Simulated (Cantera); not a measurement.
A closed system holds: 1 mol CuF2, a varied amount of H2, held at 1750 K and 133 Pa.

Cantera equilibrium calculation (NASA polynomials, part measured and part estimated; ideal gas, pure solids and liquids). Candidate condensed phases: Cu, CuF2; 15 gas species. The numbers say what is thermodynamically allowed, not how fast it happens.

### Question
Which condensed phases are stable at each of these points (n(H2) (mol)): 0.21, 0.3, 0.44, 0.65, 0.95, 1.4, 2, 2.9, 4.3, 6.3, 9.2, 13, 20?

### Answer
```json
[
 {"n(H2) (mol)": "0.21", "condensed phases": "gas only", "Cu condensed (%)": "0.0"},
 {"n(H2) (mol)": "0.3", "condensed phases": "gas only", "Cu condensed (%)": "0.0"},
 {"n(H2) (mol)": "0.44", "condensed phases": "gas only", "Cu condensed (%)": "0.0"},
 {"n(H2) (mol)": "0.65", "condensed phases": "gas only", "Cu condensed (%)": "0.0"},
 {"n(H2) (mol)": "0.95", "condensed phases": "Cu(l)", "Cu condensed (%)": "28.5"},
 {"n(H2) (mol)": "1.4", "condensed phases": "Cu(l)", "Cu condensed (%)": "27.1"},
 {"n(H2) (mol)": "2", "condensed phases": "Cu(l)", "Cu condensed (%)": "10.6"},
 {"n(H2) (mol)": "2.9", "condensed phases": "gas only", "Cu condensed (%)": "0.0"},
 {"n(H2) (mol)": "4.3", "condensed phases": "gas only", "Cu condensed (%)": "0.0"},
 {"n(H2) (mol)": "6.3", "condensed phases": "gas only", "Cu condensed (%)": "0.0"},
 {"n(H2) (mol)": "9.2", "condensed phases": "gas only", "Cu condensed (%)": "0.0"},
 {"n(H2) (mol)": "13", "condensed phases": "gas only", "Cu condensed (%)": "0.0"},
 {"n(H2) (mol)": "20", "condensed phases": "gas only", "Cu condensed (%)": "0.0"}
]
```

From 0.21 mol H2 to 0.65 mol H2 nothing is condensed. From 0.95 mol H2 to 2 mol H2 the condensed part is Cu(l). From 2.9 mol H2 to 20 mol H2 nothing is condensed.
